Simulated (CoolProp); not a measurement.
R134a along the isobar 0.3 MPa: density (kg/m³) from the reference equation and from simpler models built on Tc = 374.2 K, pc = 4.059 MPa, ω = 0.327; each cubic takes its own stable root.

The numbers come from the reference Helmholtz-energy equation of state, Tillner-Roth 1994 in CoolProp.

```
T (K)   phase  reference  van der Waals  Redlich-Kwong  Soave-Redlich-Kwong  Peng-Robinson
-----  ------  ---------  -------------  -------------  -------------------  -------------
221.3  liquid       1452          18.07           1217                 1266           1427
226.4  liquid       1438          17.59           1204                 1254           1415
231.4  liquid       1423          17.13           1191                 1242           1402
236.5  liquid       1409          16.70           1177                 1230           1389
241.6  liquid       1394          16.29           1163                 1217           1375
246.6  liquid       1379          15.90           1148                 1204           1361
251.7  liquid       1363          15.53           1133                 1190           1346
256.7  liquid       1348          15.19           1118                 1176           1330
261.8  liquid       1332          14.85          15.16                 1161           1314
266.9  liquid       1315          14.53          14.81                 1146           1297
271.9  liquid       1299          14.23          14.48                 1130           1280
277       gas      14.53          13.94          14.16                14.29          14.34
282       gas      14.18          13.66          13.86                13.98          14.03
287.1     gas      13.84          13.39          13.57                13.68          13.73
292.1     gas      13.53          13.14          13.30                13.39          13.44
297.2     gas      13.23          12.89          13.04                13.12          13.17
```

At some of these states van der Waals, Redlich-Kwong gives the other phase, because its saturation line lies elsewhere.
